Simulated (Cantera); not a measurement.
**Counterflow diffusion flame**

A counterflow diffusion flame at 100000 Pa, nozzles 20 mm apart: fuel side 60.2 % CH₄, 39.8 % N₂ at 550 K, oxidiser side 27.0 % O₂, 73.0 % N₂ at 498 K, fuel mass flux 0.66 times the oxidiser's; mixture-averaged transport, no radiation.

Cantera simulation using GRI-Mech 3.0 (53 species, 325 reactions); the numbers are that mechanism's predictions, not measurements. GRI-Mech 3.0 has no aromatics or soot, which form on the fuel side of real flames. The maximum strain rate includes the flame's own expansion and is several times the mean.

| oxidiser flux (kg/m²/s) | max strain (1/s) | mean strain (1/s) | T max (K) | peak x OH | peak x H | peak x NO | peak x CO | peak x C₂H₂ |
|---|---|---|---|---|---|---|---|---|
| 0.25 | 175 | 35.9 | 2279 | 0.0120 | 0.00512 | 0.000484 | 0.0753 | 0.0156 |
| 0.32 | 218 | 46.0 | 2265 | 0.0121 | 0.00532 | 0.000455 | 0.0742 | 0.0151 |
| 0.42 | 278 | 60.4 | 2254 | 0.0121 | 0.00555 | 0.000427 | 0.0733 | 0.0147 |
| 0.54 | 348 | 77.6 | 2243 | 0.0121 | 0.00574 | 0.000399 | 0.0723 | 0.0142 |
| 0.69 | 434 | 99.2 | 2232 | 0.0121 | 0.00591 | 0.000373 | 0.0714 | 0.0138 |
| 0.89 | 547 | 128 | 2220 | 0.0120 | 0.00609 | 0.000345 | 0.0705 | 0.0133 |
| 1.2 | 720 | 172 | 2207 | 0.0119 | 0.00629 | 0.000311 | 0.0695 | 0.0127 |
| 1.5 | 885 | 216 | 2197 | 0.0118 | 0.00644 | 0.000285 | 0.0689 | 0.0122 |
| 1.9 | 1100 | 273 | 2185 | 0.0117 | 0.00656 | 0.000255 | 0.0683 | 0.0117 |
| 2.5 | 1420 | 359 | 2168 | 0.0114 | 0.00666 | 0.000219 | 0.0677 | 0.0110 |
x: mole fraction; the columns are a selection and need not sum to one.
